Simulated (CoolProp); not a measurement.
Vapour pressure (MPa) of hexamethyldisiloxane (MM): the reference equation beside estimates from Tc = 518.7 K, pc = 1.931 MPa, ω = 0.418. Clausius-Clapeyron is anchored at 415.4 K with a constant enthalpy of vaporisation of 27.38 kJ/mol.

Model: reference Helmholtz-energy equation of state, Thol 2016, in CoolProp.

| T (K) | reference | Lee-Kesler | Clausius-Clapeyron | van der Waals | Redlich-Kwong | Peng-Robinson |
|---|---|---|---|---|---|---|
| 401.3 | 0.2117 | 0.2135 | 0.2234 | 0.6330 | 0.3725 | 0.2121 |
| 408.3 | 0.2505 | 0.2528 | 0.2571 | 0.6867 | 0.4228 | 0.2512 |
| 415.4 | 0.2951 | 0.2980 | 0.2951 | 0.7440 | 0.4785 | 0.2963 |
| 422.5 | 0.3456 | 0.3491 | 0.3372 | 0.8042 | 0.5391 | 0.3474 |
| 429.6 | 0.4023 | 0.4065 | 0.3835 | 0.8674 | 0.6047 | 0.4049 |
| 436.7 | 0.4658 | 0.4707 | 0.4344 | 0.9337 | 0.6755 | 0.4695 |
| 443.8 | 0.5366 | 0.5423 | 0.4901 | 1.003 | 0.7518 | 0.5417 |
| 450.9 | 0.6154 | 0.6219 | 0.5509 | 1.075 | 0.8337 | 0.6221 |
| 458 | 0.7027 | 0.7099 | 0.6169 | 1.151 | 0.9214 | 0.7113 |
| 465.1 | 0.7992 | 0.8072 | 0.6885 | 1.230 | 1.015 | 0.8098 |

Absolute difference from the reference over all 10 rows, mean and median: Lee-Kesler 1.0 and 1.0 %, Clausius-Clapeyron 6.7 and 6.1 %, van der Waals 115.3 and 108.0 %, Redlich-Kwong 49.2 and 47.7 %, Peng-Robinson 0.7 and 0.7 %.
